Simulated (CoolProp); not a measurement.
Vapour-liquid equilibrium of n-pentane (1) + cyclohexane (2) at 0.15 MPa; x and y are mole fractions of (1).

The numbers come from the multi-fluid Helmholtz-energy mixture model, Thol 2019 and Zhou 2014; pair parameters Bell 2016 in CoolProp.

**Question.** Give the bubble temperature and the first vapour's composition at x = 0.15, 0.45, 0.95. Is there an azeotrope?

**Answer.** x = 0.15: 81.5 °C, y = 0.399; x = 0.45: 65.2 °C, y = 0.755; x = 0.95: 49.3 °C, y = 0.985. No azeotrope shows between x = 0.05 and 0.95.

Pair parameters are fitted to limited data, so mixtures are less certain than the pure fluids.
